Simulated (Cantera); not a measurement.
# Aluminium nitride and oxide growth: Al(CH3)3 + H2O + N2

A closed system holds: 1 mol Al(CH3)3, 1.1 mol H2O, 8.8 mol N2, held at 925 °C.

Cantera equilibrium calculation (NASA polynomials, part measured and part estimated; ideal gas, pure solids and liquids). Candidate condensed phases: Al, AlN, Al2O3, C, C6H6, C7H8, C8H18, H2O; 148 gas species. The feed counts by its element totals alone. Mutual solubility and eutectic melting of coexisting phases are not modelled. Kinetics and transport are ignored.

```
P (Pa)   x N2   x H2      x CO     x CH4  n AlN(s)  n Al2O3(s)  n C(graphite)
------  -----  -----  --------  --------  --------  ----------  -------------
10      0.568  0.379    0.0531   2.30e-7     0.791       0.105           2.21
46      0.593  0.387    0.0195   1.11e-6     0.454       0.273           2.72
220     0.602  0.391   0.00690   5.38e-6     0.333       0.334           2.90
1000    0.606  0.392   0.00252   2.46e-5     0.291       0.355           2.96
4600    0.607  0.392  0.000911  0.000113     0.275       0.362           2.98
22000   0.608  0.392  0.000321  0.000540     0.270       0.365           2.99
100000  0.609  0.389  0.000117   0.00242     0.268       0.366           2.96
```
x: gas mole fraction; n: condensed amount in mol.

From 10.0 Pa to 1.00 bar the condensed part is AlN(s) + Al2O3(s) + C(graphite).
